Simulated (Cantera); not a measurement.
# Stirred combustor or abatement burner

A perfectly stirred reactor is fed with CH₄ : C₂H₆ : C₃H₈ : O₂ : N₂ = 1 : 0.034 : 0.61 : 6.46 : 42.6 (molar parts), equivalence ratio 0.80, at 210 Torr; it is adiabatic with a 498 K inlet, and is followed from long to short residence time, starting on the burning branch (τ in s: 0.16, 0.062, 0.023, 0.0088, 0.0033, 0.0013, 0.00048, 0.00018, 6.8e-05, 2.6e-05).

Cantera simulation using GRI-Mech 3.0 (53 species, 325 reactions); the numbers are that mechanism's predictions, not measurements. GRI-Mech 3.0 was tuned for natural gas; its chemistry of propane as a main component is partial and can be far from experiment.

```json
[
 {"τ (s)": "0.16", "T (K)": "1633", "x CH₄": "5.26e-6", "x C₂H₆": "4.53e-8", "x C₃H₈": "7.75e-7", "x H": "0.000330", "x NO": "1.56e-5", "x O": "0.000515", "x CH₂O": "1.15e-6"},
 {"τ (s)": "0.062", "T (K)": "1613", "x CH₄": "9.70e-6", "x C₂H₆": "8.31e-8", "x C₃H₈": "1.38e-6", "x H": "0.000716", "x NO": "1.58e-5", "x O": "0.000863", "x CH₂O": "2.12e-6"},
 {"τ (s)": "0.023", "T (K)": "1583", "x CH₄": "1.93e-5", "x C₂H₆": "1.62e-7", "x C₃H₈": "2.58e-6", "x H": "0.00147", "x NO": "1.51e-5", "x O": "0.00138", "x CH₂O": "4.06e-6"},
 {"τ (s)": "0.0088", "T (K)": "1542", "x CH₄": "4.07e-5", "x C₂H₆": "3.34e-7", "x C₃H₈": "5.09e-6", "x H": "0.00259", "x NO": "1.26e-5", "x O": "0.00199", "x CH₂O": "8.01e-6"},
 {"τ (s)": "0.0033", "T (K)": "1488", "x CH₄": "0.000101", "x C₂H₆": "8.03e-7", "x C₃H₈": "1.18e-5", "x H": "0.00387", "x NO": "8.45e-6", "x O": "0.00248", "x CH₂O": "1.79e-5"},
 {"τ (s)": "0.0013", "T (K)": "1414", "x CH₄": "0.000335", "x C₂H₆": "2.61e-6", "x C₃H₈": "3.70e-5", "x H": "0.00405", "x NO": "3.92e-6", "x O": "0.00218", "x CH₂O": "4.99e-5"},
 {"τ (s)": "0.00048", "T (K)": "498", "x CH₄": "0.0197", "x C₂H₆": "0.000671", "x C₃H₈": "0.0120", "x H": "<1e-12", "x NO": "<1e-12", "x O": "<1e-12", "x CH₂O": "<1e-12"},
 {"τ (s)": "0.00018", "T (K)": "498", "x CH₄": "0.0197", "x C₂H₆": "0.000671", "x C₃H₈": "0.0120", "x H": "<1e-12", "x NO": "<1e-12", "x O": "<1e-12", "x CH₂O": "<1e-12"},
 {"τ (s)": "6.8e-5", "T (K)": "498", "x CH₄": "0.0197", "x C₂H₆": "0.000671", "x C₃H₈": "0.0120", "x H": "<1e-12", "x NO": "<1e-12", "x O": "<1e-12", "x CH₂O": "<1e-12"},
 {"τ (s)": "2.6e-5", "T (K)": "498", "x CH₄": "0.0197", "x C₂H₆": "0.000671", "x C₃H₈": "0.0120", "x H": "<1e-12", "x NO": "<1e-12", "x O": "<1e-12", "x CH₂O": "<1e-12"}
]
```
x: mole fraction; the columns are a selection and need not sum to one.
